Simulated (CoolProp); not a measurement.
R404A at several states: Z from the reference equation and from simpler models built on Tc = 72.1 °C, pc = 3.735 MPa, ω = 0.293; each cubic takes its own stable root.

Model: reference Helmholtz-energy equation of state, Lemmon 2003, in CoolProp. It is a pseudo-pure fit of the blend.

| T (°C) | p (MPa) | phase | reference | van der Waals | Redlich-Kwong | Peng-Robinson |
|---|---|---|---|---|---|---|
| -2.45 | 0.0164 | gas | 0.9962 | 0.9977 | 0.9970 | 0.9965 |
| 193.65 | 0.0375 | gas | 0.9988 | 0.9986 | 0.9986 | 0.9987 |
| 32.85 | 2.33 | liquid | 0.08797 | 0.1545 | 0.1119 | 0.09306 |
| 77.75 | 0.124 | gas | 0.9885 | 0.9904 | 0.9891 | 0.9880 |
| 49.85 | 20.2 | liquid | 0.6696 | 0.9998 | 0.7611 | 0.6733 |
